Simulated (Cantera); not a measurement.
Feed: 1 mol B, a varied amount of O2, held at 2123.15 K and 0.160 bar.

Equilibrium computed with Cantera from the NASA thermochemical tables; the gas is ideal and each condensed phase is pure. Candidate condensed phases: B, B2O3; 10 gas species. Equilibrium is a limit: real reactors are often held back by kinetics, nucleation or transport.

log p: log10 of the partial pressure in bar; nothing condenses.

| n(O2) (mol) | log p O2 | log p B2O3 | log p B2O2 | log p BO2 | log p BO | log p O | log p B2O |
|---|---|---|---|---|---|---|---|
| 0.65 | -11.71 | -1.03 | -1.23 | -4.68 | -2.13 | -8.64 | -4.79 |
| 0.94 | -1.39 | -0.96 | -6.32 | -2.07 | -4.67 | -3.48 | <-12 |
| 1.2 | (withheld) | (withheld) | (withheld) | -2.08 | (withheld) | (withheld) | <-12 |
| 1.5 | -1.03 | -1.23 | -6.77 | -2.11 | -4.90 | -3.30 | <-12 |
| 1.8 | -0.98 | -1.32 | -6.89 | -2.15 | -4.96 | -3.28 | <-12 |
| 2.1 | -0.95 | -1.40 | -6.99 | -2.18 | -5.01 | -3.26 | <-12 |
| 2.4 | -0.92 | -1.47 | -7.07 | -2.21 | -5.05 | -3.25 | <-12 |
| 2.7 | -0.91 | -1.53 | -7.14 | -2.23 | -5.08 | -3.24 | <-12 |
| 2.9 | -0.90 | -1.57 | -7.18 | -2.25 | -5.10 | -3.24 | <-12 |
| 3.2 | -0.89 | -1.62 | -7.23 | -2.27 | -5.13 | -3.23 | <-12 |
| 3.5 | -0.88 | -1.66 | -7.28 | -2.29 | -5.15 | -3.23 | <-12 |
| 3.8 | -0.87 | -1.70 | -7.33 | -2.31 | -5.17 | -3.22 | <-12 |

Some entries are withheld; supply them.


- 1.2, log p O2: -1.14
- 1.2, log p B2O3: -1.10
- 1.2, log p B2O2: -6.59
- 1.2, log p BO: -4.81
- 1.2, log p O: -3.36
